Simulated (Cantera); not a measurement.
A perfectly stirred reactor is fed with CO : H2 : CH4 : O2 : N2 = 1 : 0.052 : 0.56 : 4.12 : 15.5 (molar parts), equivalence ratio 0.40, at 1.70 bar; it is adiabatic with a 498 K inlet, and is followed from long to short residence time, starting on the burning branch (τ in s: 0.13, 0.045, 0.015, 0.0049, 0.0016, 0.00053, 0.00017, 5.8e-05, 1.9e-05, 6.3e-06).

Detailed kinetics in Cantera: GRI-Mech 3.0 (53 species, 325 reactions).

Question: What does this change do: N2 15.5 to 22 parts?

Answer: 
```json
[
 {"quantity": "blow-out, bracketed by the residence times tried", "before": "burning at 1.60 ms, out at 0.530 ms", "after": "burning at 15.0 ms, out at 4.90 ms"},
 {"quantity": "x(CO) at τ = 0.130 s", "before": "0.000397", "after": "0.000953"},
 {"quantity": "x(H2) at τ = 0.130 s", "before": "1.71e-5", "after": "2.20e-5"},
 {"quantity": "x(CH4) at τ = 0.130 s", "before": "1.00e-5", "after": "3.34e-5"},
 {"quantity": "x(CH3) at τ = 0.130 s", "before": "1.22e-6", "after": "2.01e-6"},
 {"quantity": "x(NO2) at τ = 0.130 s", "before": "4.71e-8", "after": "3.39e-8"},
 {"quantity": "x(CO) at τ = 0.530 ms", "before": "0.0471", "after": "0.0361"},
 {"quantity": "x(H2) at τ = 0.530 ms", "before": "0.00245", "after": "0.00188"},
 {"quantity": "x(CH4) at τ = 0.530 ms", "before": "0.0264", "after": "0.0202"},
 {"quantity": "x(CH3) at τ = 0.530 ms", "before": "<1e-12", "after": "<1e-12"},
 {"quantity": "x(NO2) at τ = 0.530 ms", "before": "<1e-12", "after": "<1e-12"}
]
```
